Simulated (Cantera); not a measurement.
Feed: 1 mol CF4, 0.35 mol HCl, equilibrated at 1775 °C and 0.120 bar.

Cantera equilibrium calculation (NASA polynomials, part measured and part estimated; ideal gas, pure solids and liquids). Candidate condensed phases: C, C6H6, C7H8, C8H18; 118 gas species. Gases not in the tables: C2F6 and larger saturated fluorocarbons. Kinetics and transport are ignored.

Base state: CF4 0.535, HF 0.211, Cl 0.195, CF2 0.0347, F 0.00741, Cl2 0.00585, CF3 0.00423, HCl 0.00372 (mole fractions); condensed: C(graphite).

### Question
What changes in the equilibrium state with this change: temperature from 1775 °C to 2077 °C?

### Answer
```csv
species,before,after
CF4,0.535,0.383
HF,0.211,0.185
Cl,0.195,0.183
CF2,0.0347,0.134
F,0.00741,0.0982
CF3,0.00423,0.0136
CCl2F2,1.59e-5,8.60e-7
CF,4.33e-5,0.000655
Cl2,0.00585,0.000749
HCl,0.00372,0.000664
CClF3,0.00359,0.000736
"C(graphite), mol",0.0576,0
```

### Question
What changes in the equilibrium state with this change: HCl from 0.35 to 0.1 mol?

### Answer
| species | before | after |
|---|---|---|
| CF4 | 0.535 | 0.780 |
| HF | 0.211 | 0.0824 |
| Cl | 0.195 | 0.0784 |
| CF2 | 0.0347 | 0.0415 |
| HCl | 0.00372 | 0.000531 |
| Cl2 | 0.00585 | 0.000947 |
| CCl2F2 | 1.59e-5 | 3.08e-6 |
| C(graphite), mol | 0.0576 | 0 |
